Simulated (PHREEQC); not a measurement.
Dissolve 0.19 mol/kgw CuCl2 at 25 °C. Closed to the air; pH follows from the charge balance.

All values are PHREEQC results (ion-association model, phreeqc.dat), not measurements.

```csv
quantity,before,after
pH,4.15,4.26
ionic strength (mol/kgw),0.493,0.260
Cl- (mol/kgw),0.340,0.177
Cu+2 (mol/kgw),0.152,0.0825
CuCl+ (mol/kgw),0.0350,0.0119
CuCl2 (mol/kgw),0.00242,0.000517
```

Question: Which change was made?
A. CuCl2 from 0.19 to 0.038 mol/kgw
B. CuCl2 from 0.19 to 0.209 mol/kgw
C. CuCl2 from 0.19 to 0.095 mol/kgw

Answer: C, CuCl2 from 0.19 to 0.095 mol/kgw

Precipitation was switched off in this run.
